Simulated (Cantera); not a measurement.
**Equilibrium for sublimation and decomposition of ceramics: Si₃N₄ + C + H₂**

Feed: 1 mol Si₃N₄, 0.33 mol C, 0.98 mol H₂, at 1.40e-5 bar.

Cantera equilibrium calculation (NASA polynomials, part measured and part estimated; ideal gas, pure solids and liquids). Candidate condensed phases: C, C₆H₆, C₇H₈, C₈H₁₈, Si, SiC, Si₃N₄; 105 gas species. The tables' values for SiN are old estimates; treat these amounts as uncertain. The numbers say what is thermodynamically allowed, not how fast it happens.

From 1850 K to 2050 K the condensed part is SiC(s). From 2150 K to 2950 K nothing is condensed. The main Si-bearing gas is Si throughout.

```csv
T (K),x Si,x N₂,x H,x H₂,x C,x SiC₂,x Si₂C,n SiC(s)
1850,0.446,0.346,0.0543,0.142,2.05e-9,8.33e-6,0.00613,0.294
1950,0.437,0.335,0.103,0.113,1.27e-7,0.000444,0.00963,0.265
2050,0.421,0.312,0.162,0.0712,5.35e-6,0.0162,0.0142,0.0151
2150,0.419,0.298,0.217,0.0371,3.49e-5,0.0209,0.00466,0
2250,0.414,0.291,0.252,0.0162,0.000175,0.0216,0.00151,0
2350,0.411,0.287,0.269,0.00650,0.000733,0.0206,0.000525,0
2450,0.412,0.284,0.275,0.00262,0.00256,0.0174,0.000188,0
2550,0.414,0.280,0.275,0.00109,0.00725,0.0119,6.56e-5,0
2650,0.415,0.276,0.274,0.000478,0.0160,0.00596,2.08e-5,0
2750,0.415,0.273,0.272,0.000221,0.0266,0.00200,5.71e-6,0
2850,0.413,0.272,0.270,0.000108,0.0343,0.000466,1.37e-6,0
2950,0.413,0.272,0.270,5.58e-5,0.0384,9.33e-5,3.21e-7,0
```
x: gas mole fraction; n: condensed amount in mol.
